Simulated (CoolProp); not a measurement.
A Linde-Hampson liquefier for methane: isothermal reversible compression at 250 K from 1 atm to 30 MPa, throttling to 1 atm, return gas leaving the recuperator 0 K below the feed. Each further row changes one setting.

Model: reference Helmholtz-energy equation of state, Setzmann 1991, in CoolProp.

| case | liquid yield per pass | compression work (kJ/kg of gas) |
|---|---|---|
| as stated | (withheld) | 653 |
| high pressure 60 MPa | (withheld) | 751 |
| warm-end temperature 280 K | (withheld) | (withheld) |
| warm-end gap 5 K | (withheld) | 653 |

Question: Some entries are withheld; supply them.

Answer: 
- as stated, liquid yield per pass: 0.353
- high pressure 60 MPa, liquid yield per pass: 0.338
- warm-end temperature 280 K, liquid yield per pass: 0.277
- warm-end temperature 280 K, compression work (kJ/kg of gas): 763
- warm-end gap 5 K, liquid yield per pass: 0.344
